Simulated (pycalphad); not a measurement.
**Phase fractions of Sn-64.8Si (at.%)**

CALPHAD calculation (pycalphad, COST 507 light-alloy database (1999)), 1 atm. The data set is of 1999 and partly superseded. Amounts are mole fractions of atoms.

```tsv
T (°C)	LIQUID	DIAMOND_A4
1377	1.000	-
1277	0.475	0.525
1177	0.395	0.605
1077	0.372	0.628
977	0.361	0.639
877	0.356	0.644
777	0.354	0.646
677	0.353	0.647
577	0.352	0.648
477	0.352	0.648
377	0.352	0.648
277	0.352	0.648
```

DIAMOND_A4 is diamond (Si).
